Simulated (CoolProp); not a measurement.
Saturated liquid density (kg/m³) of R1224YDZ: the reference equation beside estimates from Tc = 155.5 °C, pc = 3.334 MPa, ω = 0.325.

Values from CoolProp's reference Helmholtz-energy equation of state, Akasaka 2023.

| T (°C) | reference | Redlich-Kwong | Soave-Redlich-Kwong | Peng-Robinson |
|---|---|---|---|---|
| 36.65 | 1327 | 1121 | 1183 | 1340 |
| 45.35 | 1302 | (withheld) | 1157 | 1312 |
| 53.95 | 1276 | 1066 | 1130 | 1282 |
| 62.55 | (withheld) | 1037 | 1101 | (withheld) |
| 71.25 | 1220 | 1006 | 1070 | 1215 |
| 79.85 | 1190 | 973.8 | 1037 | 1177 |
| 88.45 | 1158 | 939.4 | 1002 | 1137 |
| 97.05 | 1124 | 902.6 | 963.0 | (withheld) |
| 105.75 | 1087 | 862.5 | 920.4 | 1044 |
| 114.35 | 1046 | 819.4 | 873.8 | 989.9 |

**Question.** What belongs in the gaps?

**Answer.** 
- 45.35, Redlich-Kwong: 1094
- 62.55, reference: 1248
- 62.55, Peng-Robinson: 1250
- 97.05, Peng-Robinson: 1093

Absolute difference from the reference over all 10 rows, mean and median: Redlich-Kwong 18.1 and 17.9 %, Soave-Redlich-Kwong 13.0 and 12.6 %, Peng-Robinson 1.8 and 1.0 %.
